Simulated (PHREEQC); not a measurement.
Make-up at 25 °C: 150 mmol/kgw Pb(NO3)2, 0.18 mmol/kgw ZnCl2, 0.032 mmol/kgw H2SO4 and 1.3 mmol/kgw Na2SO4. Closed to the air; pH follows from the charge balance.

The numbers come from PHREEQC with the ion-association model, phreeqc.dat.

```
quantity                      before     after
--------------------------  --------  --------
pH                              4.06      4.30
ionic strength (mol/kgw)       0.311     0.154
NO3- (mol/kgw)                 0.230     0.150
SO4-2 (mol/kgw)             0.000335  0.000998
Cl- (mol/kgw)               0.000195  0.000360
HSO4- (mol/kgw)              9.64e-7   2.06e-6
SI of Zn(OH)2(e) (Zn(OH)2)     -7.73     -7.15
```

Problem. Which change was made?
A) Pb(NO3)2 replaced by KNO3 at the same molality
B) Na2SO4 left out
C) Pb(NO3)2 replaced by Sr(NO3)2 at the same molality
D) diluted 10-fold with water
E) ZnCl2 from 0.00018 to 0.0009 mol/kgw

Solution. A, Pb(NO3)2 replaced by KNO3 at the same molality

This is a speciation only: nothing precipitates in the calculation. Some of these states are supersaturated (in Anglesite, for instance).
